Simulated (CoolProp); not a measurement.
Saturation properties of acetone (Tc = 508.1 K, pc = 4692 kPa, ω = 0.307).

Computed with CoolProp (reference Helmholtz-energy equation of state, Lemmon 2006). It is a short technical equation, of lower accuracy than the large ones.

```json
[
 {"T (K)": "389.2", "p (kPa)": "551.9", "enthalpy of vaporisation (kJ/kg)": "426.7", "liquid cp (kJ/(kg K))": "2.463", "vapour Z": "0.8548", "surface tension (mN/m)": "11.7"},
 {"T (K)": "404", "p (kPa)": "770.0", "enthalpy of vaporisation (kJ/kg)": "404.6", "liquid cp (kJ/(kg K))": "2.542", "vapour Z": "0.8214", "surface tension (mN/m)": "10.1"},
 {"T (K)": "418.8", "p (kPa)": "1048", "enthalpy of vaporisation (kJ/kg)": "380.2", "liquid cp (kJ/(kg K))": "2.635", "vapour Z": "0.7830", "surface tension (mN/m)": "8.42"},
 {"T (K)": "433.6", "p (kPa)": "1396", "enthalpy of vaporisation (kJ/kg)": "353.1", "liquid cp (kJ/(kg K))": "2.750", "vapour Z": "0.7390", "surface tension (mN/m)": "6.83"},
 {"T (K)": "448.3", "p (kPa)": "1821", "enthalpy of vaporisation (kJ/kg)": "322.5", "liquid cp (kJ/(kg K))": "2.900", "vapour Z": "0.6887", "surface tension (mN/m)": "5.29"},
 {"T (K)": "463.1", "p (kPa)": "2343", "enthalpy of vaporisation (kJ/kg)": "286.5", "liquid cp (kJ/(kg K))": "3.122", "vapour Z": "0.6297", "surface tension (mN/m)": "3.80"},
 {"T (K)": "477.9", "p (kPa)": "2973", "enthalpy of vaporisation (kJ/kg)": "242.7", "liquid cp (kJ/(kg K))": "3.513", "vapour Z": "0.5592", "surface tension (mN/m)": "2.40"},
 {"T (K)": "492.7", "p (kPa)": "3732", "enthalpy of vaporisation (kJ/kg)": "184.2", "liquid cp (kJ/(kg K))": "4.553", "vapour Z": "0.4691", "surface tension (mN/m)": "1.10"}
]
```

It boils at 329.2 K under 1 atm.

Surface tension comes from a separate correlation (Mulero 2012).
